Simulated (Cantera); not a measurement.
A perfectly stirred reactor is fed with CH₄ : H₂ : H : N₂ = 0.011 : 1 : 0.031 : 0.006 (molar parts), at 0.133 bar; it is held at 1625 K, and followed from long to short residence time.

Computed with Cantera and GRI-Mech 3.0 (53 species, 325 reactions). GRI-Mech 3.0 stops at C3 and has no aromatics, soot or wall deposition, so with more carbon than oxygen in the feed, carbon stays in small species such as C2H2 where larger ones or solid carbon would form.

Problem. Predict: x(CH₄) at τ = 7.40 s; x(H₂) at τ = 7.40 s; x(H) at τ = 7.40 s; x(CH₂) at τ = 7.40 s; x(CH₃) at τ = 7.40 s; x(CH₄) at τ = 74.0 ms; x(H₂) at τ = 74.0 ms; x(H) at τ = 74.0 ms; x(CH₂) at τ = 74.0 ms; x(CH₃) at τ = 74.0 ms.

Solution. 
* **x(CH₄) at τ = 7.40 s**: 0.00494
* **x(H₂) at τ = 7.40 s**: 0.986
* **x(H) at τ = 7.40 s**: 0.000233
* **x(CH₂) at τ = 7.40 s**: 5.30e-9
* **x(CH₃) at τ = 7.40 s**: 2.37e-5
* **x(CH₄) at τ = 74.0 ms**: 0.00774
* **x(H₂) at τ = 74.0 ms**: 0.984
* **x(H) at τ = 74.0 ms**: 0.00106
* **x(CH₂) at τ = 74.0 ms**: 1.62e-7
* **x(CH₃) at τ = 74.0 ms**: 0.000168
